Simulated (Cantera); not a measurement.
An isothermal, constant-pressure homogeneous reactor starts with 53.9 % N2O, 0.307 % H2, 45.8 % N2, at 1275 K and 13300 Pa.

Detailed kinetics in Cantera: GRI-Mech 3.0 (53 species, 325 reactions). GRI-Mech 3.0 was tuned for natural gas; its chemistry of N2O as a main component is partial and can be far from experiment. The mechanism lacks the step 2 NO + O2 → 2 NO2, which can matter for NO2 below about 1400 K. The temperature is held fixed by assumption; the heat of reaction is taken as removed at once.

One state of this run: x N2O = 0.0611; x H2 = 1.86e-8; x O = 3.79e-6; x NO2 = 8.23e-5; x OH = 1.06e-5; x H2O = 0.00249; x O2 = 0.164. x: mole fraction; the columns are a selection and need not sum to one.

Q: Which value of t (s) does it belong to?
A) 6.58
B) 0.711
C) 20.0
D) 0.234

A: A, 6.58
